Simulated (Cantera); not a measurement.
Feed: 1 mol SiO2, 0.5 mol CH4, 0.21 mol H2, equilibrated at 41.0 Pa.

These are equilibrium values from Cantera (NASA tables, ideal gas, pure condensed phases), not measurements of a reactor. Candidate condensed phases: C, C6H6, C7H8, C8H18, H2O, Si, SiC, SiO2; 123 gas species. Mutual solubility and eutectic melting of coexisting phases are not modelled. The tables hold silica as quartz up to 1696 K and as liquid above; real silica turns to tridymite and cristobalite and melts near 1996 K. Equilibrium is a limit: real reactors are often held back by kinetics, nucleation or transport.

What share of the Si ends up in condensed phases as a function of T (K), at 1223, 1273, 1323, 1373, 1423, 1473, 1523, 1573, 1623, 1673, 1723, 1773, 1823?


```json
[
 {"T (K)": "1223", "Si condensed (%)": "100.0", "as": "SiC(s) + SiO2(β-quartz)"},
 {"T (K)": "1273", "Si condensed (%)": "99.9", "as": "SiC(s) + SiO2(β-quartz)"},
 {"T (K)": "1323", "Si condensed (%)": "99.4", "as": "SiC(s) + SiO2(β-quartz)"},
 {"T (K)": "1373", "Si condensed (%)": "96.9", "as": "SiC(s) + SiO2(β-quartz)"},
 {"T (K)": "1423", "Si condensed (%)": "85.1", "as": "SiC(s) + SiO2(β-quartz)"},
 {"T (K)": "1473", "Si condensed (%)": "50.0", "as": "SiO2(β-quartz)"},
 {"T (K)": "1523", "Si condensed (%)": "50.0", "as": "SiO2(β-quartz)"},
 {"T (K)": "1573", "Si condensed (%)": "50.0", "as": "SiO2(β-quartz)"},
 {"T (K)": "1623", "Si condensed (%)": "49.9", "as": "SiO2(β-quartz)"},
 {"T (K)": "1673", "Si condensed (%)": "49.8", "as": "SiO2(β-quartz)"},
 {"T (K)": "1723", "Si condensed (%)": "49.3", "as": "SiO2(condensed)"},
 {"T (K)": "1773", "Si condensed (%)": "48.2", "as": "SiO2(condensed)"},
 {"T (K)": "1823", "Si condensed (%)": "45.5", "as": "SiO2(condensed)"}
]
```
